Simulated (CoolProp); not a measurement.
1000 sccm (0 °C, 1 atm) of nitrogen bubbles through liquid ethanol at 292.4 K and leaves saturated at a total pressure of 0.15 MPa (ideal gas phase). Each further row changes one setting.

The numbers come from the reference Helmholtz-energy equation of state, Schroeder 2014 in CoolProp.

```csv
case,vapour pressure (kPa),mole fraction of vapour,delivery (mg/min),delivery (sccm),change of delivery for a bath 1 K warmer (%)
as stated,5.62,…,80.0,38.9,6.5
bath temperature 297.4 K,…,0.0503,…,…,6.3
total pressure 0.3 MPa,5.62,…,…,…,6.3
```

Task: Fill in the missing entries.

Result: 
- as stated, mole fraction of vapour: 0.0374
- bath temperature 297.4 K, vapour pressure (kPa): 7.55
- bath temperature 297.4 K, delivery (mg/min): 109
- bath temperature 297.4 K, delivery (sccm): 53.0
- total pressure 0.3 MPa, mole fraction of vapour: 0.0187
- total pressure 0.3 MPa, delivery (mg/min): 39.2
- total pressure 0.3 MPa, delivery (sccm): 19.1
